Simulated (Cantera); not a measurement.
A closed system holds: 1 mol Al, 0.058 mol H2O, 0.23 mol O2, equilibrated at 870000 Pa.

Method: chemical equilibrium by Gibbs-energy minimisation in Cantera with the NASA 1993 tables (ideal gas, pure condensed phases). Candidate condensed phases: Al, Al2O3, H2O; 19 gas species. Mutual solubility and eutectic melting of coexisting phases are not modelled. The numbers say what is thermodynamically allowed, not how fast it happens. All values below are at 775 °C.

Base state: H2 1.00 (mole fractions); condensed: Al(l) + Al2O3(s).

What changes in the equilibrium state with this change: O2 from 0.23 to 1.6 mol?


| species | before | after |
|---|---|---|
| O2 | <1e-9 | 0.936 |
| H2O | <1e-9 | 0.0639 |
| H2 | 1.00 | <1e-9 |
| Al(l), mol | 0.655 | 0 |
| Al2O3(s), mol | 0.173 | 0.500 |
